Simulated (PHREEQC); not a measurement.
A made-up water analysis in mg/L, 25 °C, pH 5.86, pe 10.1: Na 1770; K 448; Ca 145; Mg 46.3; Cl 3580; S(6) as SO4 11.7; Alkalinity as HCO3 8.45; N(5) as NO3 2.68.

Valence states are taken as typed.

The numbers come from PHREEQC with the ion-association model, phreeqc.dat.

Precipitation was switched off in this run.

Question: Order these C species by the share of C that they hold, largest first: MgHCO3+, CaHCO3+, CO2, NaHCO3, HCO3-.

Answer: CO2 (69 %), HCO3- (29 %), NaHCO3 (0.76 %), CaHCO3+ (0.51 %), MgHCO3+ (0.27 %)

Question: Order these S species by the share of S that they hold, largest first: MgSO4, NaSO4-, KSO4-, CaSO4, SO4-2.

Answer: SO4-2 (76 %), NaSO4- (11 %), CaSO4 (6.7 %), MgSO4 (4.8 %), KSO4- (2.2 %)

The pH is 5.86 and the ionic strength 0.107 mol/kgw.
